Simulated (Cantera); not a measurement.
A perfectly stirred reactor is fed with CH4 : CO2 = 1 : 0.57 (molar parts), at 8250 Torr; it is held at 1550 K, and followed from long to short residence time.

Model: GRI-Mech 3.0 (53 species, 325 reactions), integrated in Cantera. GRI-Mech 3.0 stops at C3 and has no aromatics, soot or wall deposition, so with more carbon than oxygen in the feed, carbon stays in small species such as C2H2 where larger ones or solid carbon would form.

**Question.** What does this change do: pressure from 8250 Torr to 750 Torr?

**Answer.** 
```csv
quantity,before,after
x(CH4) at τ = 1.20 s,0.194,0.131
x(CO2) at τ = 1.20 s,0.0597,0.0718
x(CO) at τ = 1.20 s,0.265,0.204
x(O) at τ = 1.20 s,<1e-12,2.12e-12
x(H) at τ = 1.20 s,4.71e-6,1.39e-5
x(CH4) at τ = 53.0 ms,0.337,0.465
x(CO2) at τ = 53.0 ms,0.214,0.304
x(CO) at τ = 53.0 ms,0.0904,0.0237
x(O) at τ = 53.0 ms,<1e-12,<1e-12
x(H) at τ = 53.0 ms,2.72e-6,5.05e-6
```

**Question.** What does this change do: CO2 0.57 to 0.24 parts?

**Answer.** 
| quantity | before | after |
|---|---|---|
| x(CH4) at τ = 1.20 s | 0.194 | 0.294 |
| x(CO2) at τ = 1.20 s | 0.0597 | 0.0198 |
| x(CO) at τ = 1.20 s | 0.265 | 0.161 |
| x(O) at τ = 1.20 s | <1e-12 | <1e-12 |
| x(H) at τ = 1.20 s | 4.71e-6 | 5.34e-6 |
| x(CH4) at τ = 53.0 ms | 0.337 | 0.431 |
| x(CO2) at τ = 53.0 ms | 0.214 | 0.103 |
| x(CO) at τ = 53.0 ms | 0.0904 | 0.0559 |
| x(O) at τ = 53.0 ms | <1e-12 | <1e-12 |
| x(H) at τ = 53.0 ms | 2.72e-6 | 3.38e-6 |
